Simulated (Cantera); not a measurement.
A Cantera script and its output.

```python
import numpy as np
import cantera as ct

gas = ct.Solution("gri30.yaml")
gas.TPX = 1475, 1000000, {'C2H4': 0.0053, 'O2': 0.0027, 'N2': 1, 'H2O': 0.01}
inlet = ct.Reservoir(gas, clone=True)

reactor = ct.IdealGasConstPressureReactor(gas, energy="off", clone=False)
exhaust = ct.Reservoir(gas, clone=True)
tau = [4.7, 1.6, 0.53, 0.18, 0.06, 0.02, 0.0068, 0.0023, 0.00076, 0.00026][0]
for a, b in ((inlet, reactor), (reactor, exhaust)):
    ct.MassFlowController(a, b, mdot=lambda t: reactor.mass / tau)
net = ct.ReactorNet([reactor])
show = ['C2H4', 'O2', 'CO2', 'NO', 'CH2CO']

rows = []
print(f"{'tau/s':>10s}{'T/K':>9s}" + "".join(f"{s:>11s}" for s in show))
for tau in [4.7, 1.6, 0.53, 0.18, 0.06, 0.02, 0.0068, 0.0023, 0.00076, 0.00026]:
    net.initial_time = 0.0
    net.advance(30 * tau)
    before = gas.X
    net.advance(40 * tau)
    drift = np.max(np.abs(gas.X - before) / (gas.X + 1e-9))
    rows.append([gas.T, *gas[show].X, drift])
    print(f"{tau:10.3e}{gas.T:9.1f}" + "".join(f"{x:11.3e}" for x in gas[show].X))
```

It prints:

```
     tau/s      T/K       C2H4         O2        CO2         NO      CH2CO
 4.700e+00   1475.0  7.259e-05  1.689e-05  1.393e-03  2.064e-09  1.101e-06
 1.600e+00   1475.0  8.882e-05  3.854e-05  1.216e-03  4.073e-09  2.389e-06
 5.300e-01   1475.0  1.235e-04  7.508e-05  9.961e-04  6.600e-09  5.164e-06
 1.800e-01   1475.0  1.839e-04  1.287e-04  7.808e-04  9.573e-09  1.021e-05
 6.000e-02   1475.0  2.880e-04  2.094e-04  5.808e-04  1.359e-08  1.842e-05
 2.000e-02   1475.0  4.611e-04  3.269e-04  4.146e-04  1.967e-08  3.001e-05
 6.800e-03   1475.0  7.342e-04  4.900e-04  2.902e-04  2.916e-08  4.505e-05
 2.300e-03   1475.0  1.157e-03  7.148e-04  1.996e-04  4.297e-08  6.539e-05
 7.600e-04   1475.0  1.778e-03  1.020e-03  1.324e-04  5.848e-08  9.387e-05
 2.600e-04   1475.0  2.542e-03  1.394e-03  8.173e-05  6.573e-08  1.269e-04
```

Computed with Cantera and GRI-Mech 3.0 (53 species, 325 reactions). GRI-Mech 3.0 was tuned for natural gas; its chemistry of ethylene as a main component is partial and can be far from experiment.
